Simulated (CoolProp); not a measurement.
Values from CoolProp's reference Helmholtz-energy equation of state, Lemmon 2006. It is a short technical equation, of lower accuracy than the large ones.

For carbonyl sulfide, give the phase and the Joule-Thomson coefficient (K/MPa) at 310.4 K and 101 kPa; 558.9 K and 101 kPa.


- 310.4 K and 101 kPa: gas; Joule-Thomson coefficient 18.2
- 558.9 K and 101 kPa: gas; Joule-Thomson coefficient 4.92
